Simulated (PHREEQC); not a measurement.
Make-up at 20 °C: 0.0027 mol/kgw HF and 0.013 mol/kgw CsF. Closed to the air; pH follows from the charge balance.

The numbers come from PHREEQC with the ion-association model, wateq4f.dat.

No solid was allowed to form.

Question: Order these F species by the share of F that they hold, largest first: H2F2, HF2-, F-, HF.

Answer: F- (83 %), HF (15 %), HF2- (1.5 %), H2F2 (0.23 %)

The pH is 3.82 and the ionic strength 0.0132 mol/kgw. Complexes and solids missing from the database can't appear.
